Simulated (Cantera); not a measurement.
# Boron, boron nitride and boron oxide: BF3 + O2 + N2

Charge: 1 mol BF3, 1.4 mol O2, 25 mol N2, held at 10.0 mbar.

Equilibrium computed with Cantera from the NASA thermochemical tables; the gas is ideal and each condensed phase is pure. Candidate condensed phases: B, BN, B2O3; 31 gas species. The tables' values for BF2 are old estimates; treat these amounts as uncertain. Kinetics and transport are ignored.

From 750 °C to 1950 °C nothing is condensed. The main B-bearing gas is BF3 throughout.

```
T (°C)   x N2    x O2   x BF3       x F     x BOF
------  -----  ------  ------  --------  --------
750     0.912  0.0511  0.0365   1.07e-8   4.02e-9
850     0.912  0.0511  0.0365   1.17e-7   5.16e-8
950     0.912  0.0510  0.0365   8.84e-7   4.17e-7
1050    0.912  0.0510  0.0365   4.99e-6   2.42e-6
1150    0.912  0.0509  0.0365   2.21e-5   1.09e-5
1250    0.912  0.0507  0.0365   8.10e-5   4.00e-5
1350    0.912  0.0504  0.0364  0.000252  0.000125
1450    0.911  0.0500  0.0361  0.000689  0.000343
1550    0.910  0.0493  0.0356   0.00168  0.000836
1650    0.908  0.0480  0.0345   0.00370   0.00184
1750    0.904  0.0460  0.0325   0.00744   0.00371
1850    0.899  0.0428  0.0292    0.0137   0.00682
1950    0.891  0.0382  0.0242    0.0230    0.0114
```
x: gas mole fraction; nothing condenses.
